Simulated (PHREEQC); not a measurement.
PHREEQC input (ion-association model, wateq4f.dat):

```
SOLUTION_MASTER_SPECIES
  An  An-  0  An  62.0  # stands for a non-complexing anion
SOLUTION_SPECIES
  An- = An-
    -log_k 0
    -gamma 3.0 0
PHASES
  Fix_H+
    H+ = H+
    -log_k 0
SOLUTION 1
  temp 25
  units mmol/kgw
  pH 7 charge
  Cl 2.62
  Sr 0.11
  Mg 1.2
  Na 100
  An 100
END
SELECTED_OUTPUT 1
  -reset false
  -pH true
  -pe true
  -ionic_strength true
  -water true
  -totals Cl Mg Na Sr
  -molalities Hfo_wOH Hfo_wOH2+ Hfo_wO- Hfo_sOH Hfo_sOH2+ Hfo_sO- Hfo_wOMg+ Hfo_sOHSr+2 Hfo_wOSr+ Hfo_wOSrOH
  -saturation_indices Brucite Halite
USER_PUNCH 1
  -headings sigma psi
  10 PUNCH EDL("sigma", "Hfo"), EDL("psi", "Hfo")
PRINT
  -reset false
USE solution 1
SURFACE 1
  Hfo_wOH 0.00359551 600 1.6
  Hfo_sOH 8.98876e-05
EQUILIBRIUM_PHASES 1
  Fix_H+ -3 HAn 10
    -force_equality true
  O2(g) -0.68 10
END
# ... the last block is repeated for the other 12 points of pH, with NaOH or the acid as the point needs
```

Selected output (columns that matter, 13 of 13 rows; pH added in front):

```
pH	mu	Cl	Mg	Na	Sr	m_Hfo_wOH	m_Hfo_wOH2+	m_Hfo_wO-	m_Hfo_sOH	m_Hfo_sOH2+	si_Brucite	si_Halite	sigma	psi
3	0.10695	0.00262	0.0012	0.1	0.00011	6.5428e-05	0.0035301	2.7781e-08	1.6357e-06	8.8251e-05	-14.162	-5.392	0.36369	0.15132
3.5	0.10606	0.00262	0.0012	0.1	0.00011	0.00018771	0.0034076	2.3689e-07	4.6928e-06	8.5189e-05	-13.161	-5.3913	0.35105	0.14973
4	0.10566	0.00262	0.0012	0.1	0.00011	0.00046253	0.0031314	1.5651e-06	1.1563e-05	7.8285e-05	-12.161	-5.391	0.32246	0.14549
4.5	0.10534	0.00262	0.0012	0.1	0.00011	0.00091315	0.0026752	7.1404e-06	2.2828e-05	6.6879e-05	-11.16	-5.3908	0.27488	0.13743
5	0.10502	0.00262	0.0012	0.1	0.00010999	0.0014444	0.0021287	2.2451e-05	3.6105e-05	5.3212e-05	-10.16	-5.3906	0.217	0.1255
5.5	0.10473	0.00262	0.0011999	0.1	0.00010996	0.0019292	0.0016134	5.2845e-05	4.821e-05	4.0318e-05	-9.1596	-5.3904	0.16079	0.11048
6	0.10449	0.00262	0.0011993	0.1	0.00010982	0.0022974	0.0011962	0.00010108	5.7334e-05	2.9853e-05	-8.1596	-5.3902	0.11294	0.093078
6.5	0.10428	0.00262	0.0011945	0.1	0.00010912	0.0025366	0.00088732	0.00016612	6.289e-05	2.2e-05	-7.1611	-5.3901	0.075018	0.073718
7	0.10403	0.00262	0.0011607	0.1	0.00010569	0.0026557	0.00065299	0.00024744	6.3933e-05	1.572e-05	-6.1733	-5.3899	0.046561	0.053198
7.5	0.10357	0.00262	0.00098895	0.10018	9.5319e-05	0.0025973	0.00041084	0.00037614	5.7876e-05	9.155e-06	-5.2423	-5.3888	0.027709	0.034952
8	0.10324	0.00262	0.00062287	0.10104	8.2888e-05	0.002211	0.00017825	0.00062828	4.6568e-05	3.7543e-06	-4.4428	-5.3848	0.017192	0.02269
8.5	0.10292	0.0026199	0.00027604	0.10184	7.0575e-05	0.0016434	6.4368e-05	0.00096126	3.2552e-05	1.2749e-06	-3.7961	-5.3812	0.0086137	0.011659
9	0.10277	0.0026199	8.2668e-05	0.10238	5.2502e-05	0.0011925	2.6014e-05	0.0012523	1.9134e-05	4.1741e-07	-3.3201	-5.3788	-0.0021121	-0.002884
```

The oxide is taken as insoluble; below pH 4 it would dissolve.
